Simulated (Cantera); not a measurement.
Feed: 1 mol Si3N4, a varied amount of H2O, 63 mol N2, 0.58 mol O2, held at 1402 °C and 0.100 bar.

These are equilibrium values from Cantera (NASA tables, ideal gas, pure condensed phases), not measurements of a reactor. Candidate condensed phases: H2O, Si, SiO2, Si2N2O, Si3N4; 35 gas species. Mutual solubility and eutectic melting of coexisting phases are not modelled. The tables hold silica as quartz up to 1696 K and as liquid above; real silica turns to tridymite and cristobalite and melts near 1996 K. Kinetics and transport are ignored.

Problem. Which condensed phases are stable at each of these points (n(H2O) (mol)): 0.093, 0.14, 0.21, 0.32, 0.49, 0.75, 1.1, 1.7, 2.6, 4?

Solution. 
```json
[
 {"n(H2O) (mol)": "0.093", "condensed phases": "Si2N2O(s) + Si3N4(s)", "Si condensed (%)": "99.8"},
 {"n(H2O) (mol)": "0.14", "condensed phases": "Si2N2O(s) + Si3N4(s)", "Si condensed (%)": "99.8"},
 {"n(H2O) (mol)": "0.21", "condensed phases": "Si2N2O(s) + Si3N4(s)", "Si condensed (%)": "99.8"},
 {"n(H2O) (mol)": "0.32", "condensed phases": "Si2N2O(s) + Si3N4(s)", "Si condensed (%)": "99.8"},
 {"n(H2O) (mol)": "0.49", "condensed phases": "SiO2(β-quartz) + Si2N2O(s)", "Si condensed (%)": "93.2"},
 {"n(H2O) (mol)": "0.75", "condensed phases": "SiO2(β-quartz) + Si2N2O(s)", "Si condensed (%)": "93.2"},
 {"n(H2O) (mol)": "1.1", "condensed phases": "SiO2(β-quartz) + Si2N2O(s)", "Si condensed (%)": "93.1"},
 {"n(H2O) (mol)": "1.7", "condensed phases": "SiO2(β-quartz) + Si2N2O(s)", "Si condensed (%)": "93.0"},
 {"n(H2O) (mol)": "2.6", "condensed phases": "SiO2(β-quartz) + Si2N2O(s)", "Si condensed (%)": "92.8"},
 {"n(H2O) (mol)": "4", "condensed phases": "SiO2(β-quartz) + Si2N2O(s)", "Si condensed (%)": "92.6"}
]
```

From 0.093 mol H2O to 0.32 mol H2O the condensed part is Si2N2O(s) + Si3N4(s). From 0.49 mol H2O to 4 mol H2O the condensed part is SiO2(β-quartz) + Si2N2O(s).
